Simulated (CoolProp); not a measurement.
Vapour-liquid equilibrium of n-hexane (1) + benzene (2) at 136.25 °C; x and y are mole fractions of (1).

The numbers come from the multi-fluid Helmholtz-energy mixture model, Thol 2019 and Thol 2012; pair parameters Bell 2016 in CoolProp.

```
x     bubble pressure (MPa)  y at the bubble point  dew pressure at overall composition x (MPa)  liquid density (mol/L)
----  ---------------------  ---------------------  -------------------------------------------  ----------------------
0.05                 0.4544                  0.084                                       0.4467                   9.328
0.2                  0.4978                  0.277                                       0.4807                   8.678
0.35                 0.5276                  0.423                                       0.5133                   8.101
0.5                  0.5484                  0.552                                       0.5407                   7.589
0.65                 0.5621                  0.677                                       0.5596                   7.133
0.8                  0.5696                  0.808                                       0.5693                   6.727
0.95                 0.5712                  0.949                                       0.5712                   6.363
```

y crosses x between x = 0.8 and 0.95: the model has an azeotrope there.

The pair parameters rest on a limited set of measurements; away from them the model extrapolates.
